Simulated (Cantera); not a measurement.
Source: NASA polynomial tables (part measured, part estimated), evaluated in Cantera. Values are per mole of reaction as written; species without (g) are pure solids or liquids, kept so even where they would boil at 1 bar. TiC: taken at fixed stoichiometry.

O₂(g) + 2 Ti₄O₇ = 8 TiO₂, with ΔH° = -748.9 kJ and ΔS° = -200.3 J/K at 300 K.

Q: How far is the shortcut ΔG° ≈ ΔH°(300 K) − T·ΔS°(300 K) from the full temperature-dependent value at 1948, 2098, 2248, 2398, 2548, 2698, 2848 K?

A: 
```json
[
 {"T (K)": "1948", "shortcut (kJ)": "-358.8", "full (kJ)": "-327.0", "difference (kJ)": "-31.8", "difference in log10 K": "0.85", "condensed phases": "Ti₄O₇(s), TiO₂(rutile)"},
 {"T (K)": "2098", "shortcut (kJ)": "-328.8", "full (kJ)": "-256.1", "difference (kJ)": "-72.7", "difference in log10 K": "1.81", "condensed phases": "Ti₄O₇(l), TiO₂(rutile)"},
 {"T (K)": "2248", "shortcut (kJ)": "-298.8", "full (kJ)": "-213.4", "difference (kJ)": "-85.3", "difference in log10 K": "1.98", "condensed phases": "Ti₄O₇(l), TiO₂(l)"},
 {"T (K)": "2398", "shortcut (kJ)": "-268.7", "full (kJ)": "-179.0", "difference (kJ)": "-89.7", "difference in log10 K": "1.95", "condensed phases": "Ti₄O₇(l), TiO₂(l)"},
 {"T (K)": "2548", "shortcut (kJ)": "-238.7", "full (kJ)": "-144.9", "difference (kJ)": "-93.8", "difference in log10 K": "1.92", "condensed phases": "Ti₄O₇(l), TiO₂(l)"},
 {"T (K)": "2698", "shortcut (kJ)": "-208.6", "full (kJ)": "-111.0", "difference (kJ)": "-97.6", "difference in log10 K": "1.89", "condensed phases": "Ti₄O₇(l), TiO₂(l)"},
 {"T (K)": "2848", "shortcut (kJ)": "-178.6", "full (kJ)": "-77.4", "difference (kJ)": "-101.2", "difference in log10 K": "1.86", "condensed phases": "Ti₄O₇(l), TiO₂(l)"}
]
```
The shortcut ignores heat capacities and the phase changes listed.
